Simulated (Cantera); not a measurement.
Feed: 1 mol AlN, 1.1 mol H₂, 1.2 mol N₂, equilibrated at 1598.15 K.

These are equilibrium values from Cantera (NASA tables, ideal gas, pure condensed phases), not measurements of a reactor. Candidate condensed phases: Al, AlN; 13 gas species. Rates play no part.

log p: log10 of the partial pressure in bar; n: condensed amount in mol.

| P (Pa) | log p N₂ | log p H₂ | log p Al | log p H | log p AlH | log p NH₃ | n AlN(s) |
|---|---|---|---|---|---|---|---|
| 1 | -5.30 | -5.37 | -6.20 | -6.96 | -8.96 | (withheld) | 0.837 |
| 5.20 | -4.57 | -4.61 | -6.56 | -6.58 | -8.94 | (withheld) | 0.988 |
| 27 | -3.85 | -3.89 | -6.92 | -6.22 | -8.94 | (withheld) | 0.999 |
| 140 | -3.14 | -3.17 | -7.28 | -5.86 | -8.94 | (withheld) | 1.000 |
| 720 | -2.43 | -2.46 | -7.64 | -5.50 | -8.94 | (withheld) | 1.000 |
| 3700 | -1.71 | -1.75 | -7.99 | -5.15 | -8.94 | (withheld) | 1.000 |
| 19000 | -1.00 | -1.04 | -8.35 | -4.79 | -8.94 | (withheld) | 1.00 |
| 100000 | -0.28 | -0.32 | -8.71 | -4.43 | -8.94 | (withheld) | 1.00 |

Problem. Fill in the missing entries.

Solution. 
- 1, log p NH₃: -15.04
- 5.20, log p NH₃: -13.53
- 27, log p NH₃: -12.09
- 140, log p NH₃: -10.66
- 720, log p NH₃: -9.24
- 3700, log p NH₃: -7.81
- 19000, log p NH₃: -6.39
- 100000, log p NH₃: -4.95
